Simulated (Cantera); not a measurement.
Input: 1 mol B₂O₃, 21 mol H₂, 16 mol N₂, at 1623 K.

Equilibrium computed with Cantera from the NASA thermochemical tables; the gas is ideal and each condensed phase is pure. Candidate condensed phases: B, BN, B₂O₃, B₃O₃H₃, H₂O; 39 gas species. Mutual solubility and eutectic melting of coexisting phases are not modelled. Gases not in the tables: H₃BO₃. Kinetics and transport are ignored.

x: gas mole fraction; n: condensed amount in mol.

| P (Pa) | x H₂ | x N₂ | x HBO₂ | x B₂O₃ | x HBO | x H | x H₂O | n BN(s) | n B₂O₃(l) |
|---|---|---|---|---|---|---|---|---|---|
| 10 | 0.535 | 0.420 | 0.0134 | 0.0120 | 0.0105 | 0.00506 | 0.000756 | 0 | 0 |
| 37 | 0.537 | 0.420 | 0.0132 | 0.0123 | 0.0110 | 0.00263 | 0.000714 | 0 | 0 |
| 140 | 0.539 | 0.421 | 0.0131 | 0.0125 | 0.0113 | 0.00136 | 0.000691 | 0 | 0 |
| 520 | 0.539 | 0.421 | 0.0130 | 0.0126 | 0.0114 | (withheld) | 0.000680 | 0 | 0 |
| 1900 | 0.541 | 0.421 | 0.0135 | 0.0116 | 0.0101 | 0.000369 | 0.000800 | 0.0353 | 0.0529 |
| 7200 | 0.555 | 0.428 | (withheld) | (withheld) | (withheld) | (withheld) | (withheld) | (withheld) | (withheld) |
| 27000 | 0.560 | 0.430 | 0.00571 | 0.000814 | 0.00175 | 9.95e-5 | 0.00202 | 0.0980 | 0.781 |
| 100000 | 0.562 | 0.430 | 0.00369 | 0.000220 | 0.000731 | 5.18e-5 | 0.00313 | 0.114 | 0.853 |

**Question.** What belongs in the gaps?

**Answer.** 
- 520, x H: 0.000704
- 7200, x HBO₂: 0.00882
- 7200, x B₂O₃: 0.00305
- 7200, x HBO: 0.00420
- 7200, x H: 0.000192
- 7200, x H₂O: 0.00128
- 7200, n BN(s): 0.0845
- 7200, n B₂O₃(l): 0.594
